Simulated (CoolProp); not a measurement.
Values from CoolProp's reference Helmholtz-energy equation of state, Gao 2020.

For ammonia, give the phase and the cp (kJ/(kg K)), cv (kJ/(kg K)), Joule-Thomson coefficient (K/MPa), isothermal compressibility (1/MPa) at 317.5 K and 5.05 MPa; 246 K and 1.72 MPa.


- 317.5 K and 5.05 MPa: liquid; cp 4.92, cv 2.76, Joule-Thomson coefficient -0.0324, isothermal compressibility 0.00208
- 246 K and 1.72 MPa: liquid; cp 4.48, cv 2.91, Joule-Thomson coefficient -0.181, isothermal compressibility 0.000788
